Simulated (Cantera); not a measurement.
Input (Python, Cantera) and output of one run.

```python
import numpy as np
import cantera as ct

gas_names = """
    H HO2 H2 H2O H2O2 H2S H2SO4 Mg MgH MgO MgOH MgO2H2 MgS Mg2 O OH O2 O3 S SH SO SO2 SO3 S2 S2O S8
""".split()
cond_names = """
    H2O(s) H2O(L) H2SO4(L) Mg(cr) Mg(L) MgO(s) MgO(L) MgO2H2(s) MgS(s) MgSO4(s) MgSO4(L) S(cr1) S(cr2)
    S(L)
""".split()


def load(file, names, dense=False):
    # The tables refer to 1 bar. Condensed volumes are neglected.
    table = {s.name: s for s in ct.Species.list_from_file(file)}
    out = []
    for n in names:
        d = dict(table[n].input_data)
        d["thermo"] = dict(d["thermo"], **{"reference-pressure": 1e5})
        if dense:
            d["equation-of-state"] = {"model": "constant-volume", "density": "1e6 g/cm^3"}
        out.append(ct.Species.from_dict(d))
    return out


gas = ct.Solution(thermo="ideal-gas", species=load("nasa_gas.yaml", gas_names))
cond = {s.name: ct.Solution(thermo="fixed-stoichiometry", species=[s], name=s.name)
        for s in load("nasa_condensed.yaml", cond_names, dense=True)}
atoms = {
    'MgSO4': {'Mg': 1, 'S': 1, 'O': 4},
    'H2O': {'H': 2, 'O': 1},
    'O2': {'O': 2},
}
top_T = {'MgS(s)': 2250}  # K; cautious upper limits of use, not melting points


def equilibrate(T, P, feed):
    n = {}
    for name, mol in feed.items():
        for a, k in atoms[name].items():
            n[a] = n.get(a, 0.0) + k * mol
    gas.TPX = T, P, n
    mass = sum(n.values()) * gas.mean_molecular_weight
    gas.equilibrate("TP")
    valid = [c for c in cond.values() if c.min_temp <= T <= top_T.get(c.name, c.max_temp)]
    mix = ct.Mixture([(gas, mass / gas.mean_molecular_weight)] + [(c, 0.0) for c in valid])
    mix.T, mix.P = T, P
    mix.equilibrate("TP", solver="vcs", rtol=1e-11, max_steps=5000)
    return mix


results = []
feed = {'MgSO4': 1, 'H2O': 1.8, 'O2': 0.83}  # mol
T = 2073.15  # K
P = 2600  # Pa
mix = equilibrate(T, P, feed)
results.append((T, P, feed, dict(zip(mix.species_names, mix.species_moles))))
print(gas.report(threshold=1e-06))
for i in range(1, mix.n_phases):
    print(f"{mix.phase(i).name:16s} {mix.phase_moles(i):12.5e} mol")
```

Result:

```
       temperature   2073.2 K
          pressure   2600 Pa
           density   0.005037 kg/m^3
  mean mol. weight   33.393 kg/kmol
   phase of matter   gas

                          1 kg             1 kmol
                     ---------------   ---------------
          enthalpy        -2.849e+06       -9.5139e+07  J
   internal energy       -3.3652e+06       -1.1238e+08  J
           entropy            9773.9        3.2638e+05  J/K
    Gibbs function       -2.3112e+07       -7.7178e+08  J
 heat capacity c_p              1460             48754  J/K
 heat capacity c_v              1211             40440  J/K

                      mass frac. Y      mole frac. X     chem. pot. / RT
                     ---------------   ---------------   ---------------
                 H        2.3584e-05         0.0007813           -14.662
               HO2        4.1753e-06        4.2243e-06           -48.359
                H2        0.00013826         0.0022902           -29.324
               H2O           0.22733           0.42138           -46.173
                Mg        6.3349e-06        8.7038e-06           -27.355
               MgO        3.8369e-06         3.179e-06           -44.203
              MgOH        8.6479e-06        6.9903e-06           -58.865
            MgO2H2        5.0853e-05        2.9119e-05           -90.376
                 O         0.0019183         0.0040038           -16.849
                OH         0.0083294          0.016355           -31.511
                O2           0.30182           0.31498           -33.697
                SO         0.0010714        0.00074445           -41.654
               SO2           0.45906           0.23931           -58.503
               SO3        0.00023929        9.9813e-05           -75.351
     [  +12 minor]        9.0706e-07        9.3287e-07

Mg(L)             0.00000e+00 mol
MgO(s)            9.99800e-01 mol
MgS(s)            0.00000e+00 mol
MgSO4(L)          0.00000e+00 mol
S(L)              0.00000e+00 mol
```

Equilibrium computed with Cantera from the NASA thermochemical tables; the gas is ideal and each condensed phase is pure.
